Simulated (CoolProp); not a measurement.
Saturation properties of C3F8 (R218).

Values from CoolProp's reference Helmholtz-energy equation of state, Lemmon 2006. It is a short technical equation, of lower accuracy than the large ones.

```
T (K)     p (kPa)  liquid density (kg/m³)  liquid cp (kJ/(kg K))  liquid conductivity (mW/(m K))
-----  ----------  ----------------------  ---------------------  ------------------------------
219.1       43.12                    1677                 0.9382                            66.6
224.2  (withheld)                    1658             (withheld)                            65.3
229.2       72.41                    1639                 0.9593                            64.0
234.3       92.21                    1620             (withheld)                            62.6
239.3       115.5                    1600                 0.9817                            61.2
244.4       143.8                    1580                 0.9937                            59.8
249.4       176.3                    1559             (withheld)                            58.5
254.5       215.1                    1538                  1.019                            57.1
259.5       259.2                    1516                  1.032                            55.7
264.6       310.9                    1494                  1.046                      (withheld)
```

**Question.** Fill in the missing entries.

**Answer.** 
- 224.2, p (kPa): 56.41
- 224.2, liquid cp (kJ/(kg K)): 0.9487
- 234.3, liquid cp (kJ/(kg K)): 0.9704
- 249.4, liquid cp (kJ/(kg K)): 1.006
- 264.6, liquid conductivity (mW/(m K)): 54.3

It boils at 236.4 K under 1 atm.

Thermal conductivity comes from a separate model (Huber 2003), an estimate that may be off by 10 % or more.
